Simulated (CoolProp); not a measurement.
Vapour-liquid equilibrium of propane (1) + R134a (2) at 308.8 K; x and y are mole fractions of (1).

Model: multi-fluid Helmholtz-energy mixture model, Lemmon 2009 and Tillner-Roth 1994; pair parameters Bell 2016, in CoolProp.

Task: Give the bubble pressure and the first vapour's composition at x = 0.25, 0.75, 0.95. Is there an azeotrope?

Result: x = 0.25: 1.392 MPa, y = 0.422; x = 0.75: 1.520 MPa, y = 0.691; x = 0.95: 1.334 MPa, y = 0.901. y crosses x between x = 0.55 and 0.65: the model has an azeotrope there.

Pair parameters are fitted to limited data, so mixtures are less certain than the pure fluids.
